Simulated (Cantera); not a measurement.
A Cantera script and its output.

```python
import numpy as np
import cantera as ct

gas = ct.Solution("gri30.yaml")
gas.TPX = 1800, 860, {'C2H6': 1, 'N2': 19}
inlet = ct.Reservoir(gas, clone=True)

reactor = ct.IdealGasConstPressureReactor(gas, energy="off", clone=False)
exhaust = ct.Reservoir(gas, clone=True)
tau = [0.66, 0.32, 0.15, 0.073, 0.035, 0.017, 0.0081, 0.0039, 0.0019, 0.0009][0]
for a, b in ((inlet, reactor), (reactor, exhaust)):
    ct.MassFlowController(a, b, mdot=lambda t: reactor.mass / tau)
net = ct.ReactorNet([reactor])
show = ['C2H6', 'H2', 'HCN', 'H', 'C2H2']

rows = []
print(f"{'tau/s':>10s}{'T/K':>9s}" + "".join(f"{s:>11s}" for s in show))
for tau in [0.66, 0.32, 0.15, 0.073, 0.035, 0.017, 0.0081, 0.0039, 0.0019, 0.0009]:
    net.initial_time = 0.0
    net.advance(30 * tau)
    before = gas.X
    net.advance(40 * tau)
    drift = np.max(np.abs(gas.X - before) / (gas.X + 1e-9))
    rows.append([gas.T, *gas[show].X, drift])
    print(f"{tau:10.3e}{gas.T:9.1f}" + "".join(f"{x:11.3e}" for x in gas[show].X))
```

It prints:

```
     tau/s      T/K       C2H6         H2        HCN          H       C2H2
 6.600e-01   1800.0  2.548e-05  8.477e-02  2.482e-04  1.101e-03  4.325e-02
 3.200e-01   1800.0  5.159e-05  8.263e-02  1.736e-04  1.142e-03  4.243e-02
 1.500e-01   1800.0  1.074e-04  7.964e-02  1.195e-04  1.198e-03  4.119e-02
 7.300e-02   1800.0  2.143e-04  7.591e-02  8.374e-05  1.263e-03  3.951e-02
 3.500e-02   1800.0  4.314e-04  7.100e-02  5.801e-05  1.339e-03  3.706e-02
 1.700e-02   1800.0  8.540e-04  6.488e-02  4.018e-05  1.415e-03  3.368e-02
 8.100e-03   1800.0  1.714e-03  5.708e-02  2.723e-05  1.481e-03  2.886e-02
 3.900e-03   1800.0  3.387e-03  4.781e-02  1.818e-05  1.510e-03  2.257e-02
 1.900e-03   1800.0  6.541e-03  3.727e-02  1.171e-05  1.468e-03  1.514e-02
 9.000e-04   1800.0  1.254e-02  2.541e-02  6.720e-06  1.307e-03  7.509e-03
```

Detailed kinetics in Cantera: GRI-Mech 3.0 (53 species, 325 reactions). GRI-Mech 3.0 stops at C3 and has no aromatics, soot or wall deposition, so with more carbon than oxygen in the feed, carbon stays in small species such as C2H2 where larger ones or solid carbon would form. Radical loss at walls, strong at low pressure, is not modelled.
